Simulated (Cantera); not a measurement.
Mixture: CO : H₂ : O₂ : N₂ = 1 : 0.2 : 0.375 : 1.41 (molar parts), equivalence ratio 1.6, at 100000 Pa, adiabatic and at constant pressure. Ignition delay is the time to a rise of 400 K.

Model: GRI-Mech 3.0 (53 species, 325 reactions), integrated in Cantera. Where the delays flatten at high temperature, the 400 K rule measures the pace of heat release, not the induction time.

**Question.** What does this change do: constant volume in place of constant pressure?

**Answer.** 
```tsv
quantity	before	after
delay at 1323 K	56.1 µs	48.3 µs
delay at 1398 K	47.8 µs	39.7 µs
delay at 1473 K	43.2 µs	34.4 µs
delay at 1548 K	41.0 µs	31.2 µs
delay at 1623 K	40.8 µs	29.6 µs
delay at 1698 K	42.1 µs	29.2 µs
delay at 1773 K	44.4 µs	29.8 µs
```

**Question.** What does this change do: 0.24 parts H2O added?

**Answer.** 
| quantity | before | after |
|---|---|---|
| delay at 1323 K | 56.1 µs | 57.9 µs |
| delay at 1398 K | 47.8 µs | 47.5 µs |
| delay at 1473 K | 43.2 µs | 41.2 µs |
| delay at 1548 K | 41.0 µs | 37.7 µs |
| delay at 1623 K | 40.8 µs | 36.2 µs |
| delay at 1698 K | 42.1 µs | 36.3 µs |
| delay at 1773 K | 44.4 µs | 37.5 µs |
